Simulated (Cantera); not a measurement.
Low-pressure radical oxidation in H2/O2

An isothermal, constant-pressure homogeneous reactor starts with 6.53 % H2, 50.3 % O2, 43.2 % N2, equivalence ratio 0.065, at 900 K and 20.0 Torr.

Cantera simulation using the H2/O2 subset of GRI-Mech 3.0, which has no nitrogen chemistry; the numbers are that mechanism's predictions, not measurements. Radical loss at walls, strong at low pressure, is not modelled. Below about 950 K walls govern HO2 and H2O2 in real vessels. The temperature is held fixed by assumption; the heat of reaction is taken as removed at once.

```csv
t (s),x H2,x O2,x HO2,x H,x H2O2
2.00e-6,0.0653,0.503,<1e-12,<1e-12,<1e-12
7.43e-6,0.0653,0.503,<1e-12,<1e-12,<1e-12
2.76e-5,0.0653,0.503,<1e-12,<1e-12,<1e-12
0.000102,0.0653,0.503,3.16e-12,2.84e-12,<1e-12
0.000381,0.0653,0.503,1.23e-11,1.24e-11,<1e-12
0.00141,0.0653,0.503,7.29e-11,2.55e-10,<1e-12
0.00525,0.0653,0.503,7.81e-7,6.45e-6,1.41e-10
0.0195,0.00139,0.485,1.09e-5,0.000498,3.97e-7
0.0725,0.000172,0.486,2.69e-6,4.69e-6,1.55e-7
0.269,2.63e-5,0.486,6.28e-7,2.08e-7,6.42e-8
1.00,2.40e-6,0.486,9.10e-8,8.00e-9,2.16e-8
```
x: mole fraction; the columns are a selection and need not sum to one.

Equilibrium at this temperature and pressure: H2 1.91e-12, O2 0.486, HO2 9.81e-11, H <1e-12, H2O2 5.23e-12 (gas phase only).
